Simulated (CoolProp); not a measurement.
The numbers come from the reference Helmholtz-energy equation of state, Setzmann 1991 in CoolProp.

**Question.** For methane, give the phase and the viscosity (µPa s) at 385.1 K and 420 kPa.

**Answer.** 
- 385.1 K and 420 kPa: gas; viscosity 13.9

Viscosity comes from a separate model (Quiñones-Cisneros 2006).
